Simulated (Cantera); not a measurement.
Input (Python, Cantera) and output of one run.

```python
import numpy as np
import cantera as ct

gas_names = """
    B BF BF2 BF3 BN B2 F F2 N NF NF2 NF3 N2
""".split()
cond_names = """
    B(b) B(L) BN(s)
""".split()


# ... load() reads the species with a 1 bar reference pressure and builds the phases ...
atoms = {
    'BN': {'B': 1, 'N': 1},
    'F2': {'F': 2},
    'N2': {'N': 2},
}
top_T = {'BN(s)': 3200}  # K; cautious upper limits of use, not melting points


# ... equilibrate(T, P, feed) seeds the gas with the atoms and calls Mixture.equilibrate('TP', solver="vcs", rtol=1e-11, max_steps=5000) ...
results = []
feed = {'BN': 1, 'F2': 1.6, 'N2': 6.1}  # mol
P = 99000  # Pa
for T in [900, 925, 950, 975, 1000, 1025, 1050, 1075, 1100, 1125, 1150]:
    mix = equilibrate(T, P, feed)
    results.append((T, P, feed, dict(zip(mix.species_names, mix.species_moles))))
    x = sorted(zip(gas.X, gas.species_names), reverse=True)
    print(f"T = {T:g} K  P = {P:g} Pa  gas = {mix.phase_moles(0):.4g} mol")
    print("   x: " + "  ".join(f"{s} {v:.3e}" for v, s in x if v > 0.001))
    print("   condensed (mol): " + ("  ".join(f"{mix.phase(i).name} {mix.phase_moles(i):.4g}"
          for i in range(1, mix.n_phases) if mix.phase_moles(i) > 1e-12) or "none"))
```

Output:

```
T = 900 K  P = 99000 Pa  gas = 7.698 mol
   x: N2 8.564e-01  BF3 1.299e-01  F2 8.825e-03  F 3.086e-03  NF3 1.747e-03
   condensed (mol): none
T = 925 K  P = 99000 Pa  gas = 7.707 mol
   x: N2 8.557e-01  BF3 1.297e-01  F2 9.135e-03  F 4.224e-03  NF3 1.151e-03
   condensed (mol): none
T = 950 K  P = 99000 Pa  gas = 7.716 mol
   x: N2 8.550e-01  BF3 1.296e-01  F2 9.074e-03  F 5.578e-03
   condensed (mol): none
T = 975 K  P = 99000 Pa  gas = 7.724 mol
   x: N2 8.542e-01  BF3 1.295e-01  F2 8.702e-03  F 7.136e-03
   condensed (mol): none
T = 1000 K  P = 99000 Pa  gas = 7.732 mol
   x: N2 8.534e-01  BF3 1.293e-01  F 8.870e-03  F2 8.090e-03
   condensed (mol): none
T = 1025 K  P = 99000 Pa  gas = 7.74 mol
   x: N2 8.526e-01  BF3 1.292e-01  F 1.074e-02  F2 7.310e-03
   condensed (mol): none
T = 1050 K  P = 99000 Pa  gas = 7.748 mol
   x: N2 8.517e-01  BF3 1.291e-01  F 1.268e-02  F2 6.428e-03
   condensed (mol): none
T = 1075 K  P = 99000 Pa  gas = 7.756 mol
   x: N2 8.509e-01  BF3 1.289e-01  F 1.462e-02  F2 5.505e-03
   condensed (mol): none
T = 1100 K  P = 99000 Pa  gas = 7.764 mol
   x: N2 8.501e-01  BF3 1.288e-01  F 1.648e-02  F2 4.596e-03
   condensed (mol): none
T = 1125 K  P = 99000 Pa  gas = 7.771 mol
   x: N2 8.493e-01  BF3 1.287e-01  F 1.820e-02  F2 3.747e-03
   condensed (mol): none
T = 1150 K  P = 99000 Pa  gas = 7.777 mol
   x: N2 8.487e-01  BF3 1.286e-01  F 1.971e-02  F2 2.992e-03
   condensed (mol): none
```

Method: chemical equilibrium by Gibbs-energy minimisation in Cantera with the NASA 1993 tables (ideal gas, pure condensed phases).
